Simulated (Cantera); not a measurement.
Cantera run, input and output.

```python
import numpy as np
import cantera as ct

gas = ct.Solution("h2o2.yaml")
gas.TPX = 975, 190, {'H2': 0.44, 'O2': 1, 'N2': 0.21}
reactor = ct.IdealGasConstPressureReactor(gas, energy="off", clone=False)
net = ct.ReactorNet([reactor])
net.rtol, net.atol = 1e-08, 1e-18
show = ['H2', 'O2', 'H2O', 'OH', 'H']
times = np.geomspace(0.0007, 100, 12)

steps = ct.SolutionArray(gas, extra=["t"])
rows = []
print(f"{'t/s':>10s}{'T/K':>9s}{'P/Pa':>11s}" + "".join(f"{s:>11s}" for s in show))
for t in times:
    while net.time < t:
        t_next = net.step()
        steps.append(gas.state, t=t_next)
    rows.append([np.interp(t, steps.t, y) for y in (steps.T, steps.P, *steps(*show).X.T)])
    print(f"{t:10.3e}{rows[-1][0]:9.1f}{rows[-1][1]:11.4g}" + "".join(f"{x:11.3e}" for x in rows[-1][2:]))
rate = np.gradient(steps.T, steps.t)
print("integrator steps:", len(steps.t))
if steps.T.max() > steps.T[0] + 200:
    print(f"time of steepest temperature rise: {steps.t[rate.argmax()]:.4e} s")
gas.TPX = 975, 190, {'H2': 0.44, 'O2': 1, 'N2': 0.21}
gas.equilibrate("TP")
print(f"equilibrium (TP): T = {gas.T:.1f} K  " + "  ".join(f"{s} {gas[s].X[0]:.3e}" for s in show))
```

Output:

```
       t/s      T/K       P/Pa         H2         O2        H2O         OH          H
 7.000e-04    975.0        190  2.667e-01  6.061e-01  1.237e-11  5.946e-12  7.809e-11
 2.059e-03    975.0        190  2.667e-01  6.061e-01  1.964e-10  3.436e-11  3.348e-10
 6.058e-03    975.0        190  2.667e-01  6.061e-01  6.676e-09  6.280e-10  5.573e-09
 1.782e-02    975.0        190  2.666e-01  6.061e-01  1.443e-05  1.238e-06  1.092e-05
 5.243e-02    975.0        190  1.403e-02  4.913e-01  1.911e-01  4.212e-03  1.243e-01
 1.543e-01    975.0        190  1.020e-02  5.077e-01  2.324e-01  3.691e-03  7.677e-02
 4.538e-01    975.0        190  3.893e-03  5.344e-01  2.892e-01  2.305e-03  1.495e-02
 1.335e+00    975.0        190  3.422e-04  5.445e-01  3.065e-01  6.546e-04  3.489e-04
 3.928e+00    975.0        190  2.289e-05  5.453e-01  3.076e-01  1.693e-04  6.091e-06
 1.155e+01    975.0        190  2.879e-06  5.454e-01  3.077e-01  6.157e-05  2.910e-07
 3.399e+01    975.0        190  5.726e-07  5.454e-01  3.077e-01  2.796e-05  2.721e-08
 1.000e+02    975.0        190  1.445e-07  5.454e-01  3.077e-01  1.420e-05  3.563e-09
integrator steps: 2326
equilibrium (TP): T = 975.0 K  H2 3.916e-10  O2 5.455e-01  H2O 3.077e-01  OH 7.453e-07  H 5.227e-13
```

Computed with Cantera and the H2/O2 subset of GRI-Mech 3.0, which has no nitrogen chemistry. Radical loss at walls, strong at low pressure, is not modelled. The temperature is held fixed by assumption; the heat of reaction is taken as removed at once.
